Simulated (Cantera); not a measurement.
Mixture: CO : H₂ : CH₄ : O₂ : N₂ = 1 : 0.061 : 0.056 : 0.988 : 3.72 (molar parts), equivalence ratio 0.65, at 9.87 atm, adiabatic and at constant pressure. Ignition delay is the time to a rise of 400 K.

Cantera simulation using GRI-Mech 3.0 (53 species, 325 reactions); the numbers are that mechanism's predictions, not measurements. Where the delays flatten at high temperature, the 400 K rule measures the pace of heat release, not the induction time.

**Question.** What does this change do: pressure from 9.87 atm to 1.09 atm?

**Answer.** 
```csv
quantity,before,after
delay at 1100 K,0.673 ms,0.545 ms
delay at 1300 K,43.2 µs,0.148 ms
delay at 1500 K,10.9 µs,91.2 µs
delay at 1700 K,5.78 µs,78.6 µs
delay at 1900 K,4.13 µs,84.8 µs
```

**Question.** What does this change do: constant volume in place of constant pressure?

**Answer.** 
```
quantity           before     after
---------------  --------  --------
delay at 1100 K  0.673 ms  0.596 ms
delay at 1300 K   43.2 µs   38.8 µs
delay at 1500 K   10.9 µs   9.57 µs
delay at 1700 K   5.78 µs   4.84 µs
delay at 1900 K   4.13 µs   3.28 µs
```
